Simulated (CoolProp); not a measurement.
Vapour-liquid equilibrium of benzene (1) + o-xylene (2) at 0.00922 MPa; x and y are mole fractions of (1).

Model: multi-fluid Helmholtz-energy mixture model, Thol 2012 and Zhou 2012; pair parameters Bell 2016, in CoolProp.

### Question
Give the bubble temperature and the first vapour's composition at x = 0.125, 0.35, 0.65. Is there an azeotrope?

### Answer
x = 0.125: 329.1 K, y = 0.574; x = 0.35: 309.3 K, y = 0.888; x = 0.65: 297.9 K, y = 0.966. No azeotrope shows between x = 0.05 and 0.95.

The pair parameters rest on a limited set of measurements; away from them the model extrapolates. The gap from Raoult's law changes sign with composition, which may be real or a fault of the pair parameters; it wasn't checked against measurements.
